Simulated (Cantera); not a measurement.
# Thermodynamics of halide evaporation, hydrolysis and transport, feed FeCl₂ + H₂O + N₂

A closed system holds: 1 mol FeCl₂, 2.2 mol H₂O, 5.1 mol N₂, at 927 °C and 100000 Pa.

Cantera equilibrium calculation (NASA polynomials, part measured and part estimated; ideal gas, pure solids and liquids). Candidate condensed phases: Fe, FeCl₂, FeCl₃, FeO, Fe(OH)₂, Fe(OH)₃, Fe₂O₃, Fe₃O₄, H₂O, NH₄Cl; 37 gas species. Mutual solubility and eutectic melting of coexisting phases are not modelled. The tables' stoichiometric FeO is somewhat more stable than real wüstite, so its field is too wide. FeO: taken at fixed stoichiometry. The numbers say what is thermodynamically allowed, not how fast it happens.

```
Item                                        Value
-------------------------------------  ----------
x(N₂)                                       0.615
x(HCl)                                      0.192
x(H₂O)                                      0.163
x(FeCl₂)                                   0.0236
x(H₂)                                     0.00642
x(Fe₂Cl₄)                                0.000367
x(FeCl₃)                                  6.30e-5
n(FeO(s))                               0.638 mol
n(Fe₃O₄(s))                            0.0530 mol
gas amount                              8.297 mol
log10 activity of FeCl₂(l) (absent)         -1.13
log10 activity of Fe(γ) (absent)            -1.96
log10 activity of Fe(OH)₂(s) (absent)       -6.01
```
